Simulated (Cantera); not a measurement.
What does this Cantera script print?

```python
import numpy as np
import cantera as ct

gas = ct.Solution("gri30.yaml")
gas.TPX = 1548, 2400000, {'CH4': 1, 'CO': 0.61, 'O2': 1.65, 'N2': 6.19}
reactor = ct.IdealGasReactor(gas, energy="on", clone=False)
net = ct.ReactorNet([reactor])
net.rtol, net.atol = 1e-08, 1e-16
show = ['CH4', 'CO', 'O2', 'CH2O', 'NO']
times = np.geomspace(5e-06, 3, 10)

steps = ct.SolutionArray(gas, extra=["t"])
rows = []
print(f"{'t/s':>10s}{'T/K':>9s}{'P/Pa':>11s}" + "".join(f"{s:>11s}" for s in show))
for t in times:
    while net.time < t:
        t_next = net.step()
        steps.append(gas.state, t=t_next)
    rows.append([np.interp(t, steps.t, y) for y in (steps.T, steps.P, *steps(*show).X.T)])
    print(f"{t:10.3e}{rows[-1][0]:9.1f}{rows[-1][1]:11.4g}" + "".join(f"{x:11.3e}" for x in rows[-1][2:]))
rate = np.gradient(steps.T, steps.t)
print("integrator steps:", len(steps.t))
if steps.T.max() > steps.T[0] + 200:
    print(f"time of steepest temperature rise: {steps.t[rate.argmax()]:.4e} s")
gas.TPX = 1548, 2400000, {'CH4': 1, 'CO': 0.61, 'O2': 1.65, 'N2': 6.19}
gas.equilibrate("UV")
print(f"equilibrium (UV): T = {gas.T:.1f} K  " + "  ".join(f"{s} {gas[s].X[0]:.3e}" for s in show))
```

Result:

```
       t/s      T/K       P/Pa        CH4         CO         O2       CH2O         NO
 5.000e-06   1548.2    2.4e+06  1.057e-01  6.453e-02  1.745e-01  2.591e-05  1.400e-13
 2.193e-05   1554.3   2.41e+06  1.046e-01  6.445e-02  1.739e-01  4.072e-04  2.221e-12
 9.616e-05   3220.2  5.267e+06  3.695e-11  1.072e-01  2.413e-03  8.856e-08  5.595e-03
 4.217e-04   3219.2  5.266e+06  3.722e-11  1.072e-01  2.390e-03  8.873e-08  5.799e-03
 1.849e-03   3219.2  5.266e+06  3.722e-11  1.072e-01  2.390e-03  8.873e-08  5.799e-03
 8.111e-03   3219.2  5.266e+06  3.722e-11  1.072e-01  2.390e-03  8.873e-08  5.799e-03
 3.557e-02   3219.2  5.266e+06  3.722e-11  1.072e-01  2.390e-03  8.873e-08  5.799e-03
 1.560e-01   3219.2  5.266e+06  3.722e-11  1.072e-01  2.390e-03  8.873e-08  5.799e-03
 6.841e-01   3219.2  5.266e+06  3.722e-11  1.072e-01  2.390e-03  8.873e-08  5.799e-03
 3.000e+00   3219.2  5.266e+06  3.722e-11  1.072e-01  2.390e-03  8.873e-08  5.799e-03
integrator steps: 2099
time of steepest temperature rise: 7.0784e-05 s
equilibrium (UV): T = 3219.2 K  CH4 4.330e-11  CO 1.072e-01  O2 2.390e-03  CH2O 8.873e-08  NO 5.799e-03
```

Computed with Cantera and GRI-Mech 3.0 (53 species, 325 reactions). The pressure lies above the range GRI-Mech 3.0 was tuned for (to about 10 atm). Above 3000 K some thermodynamic fits are extrapolated.
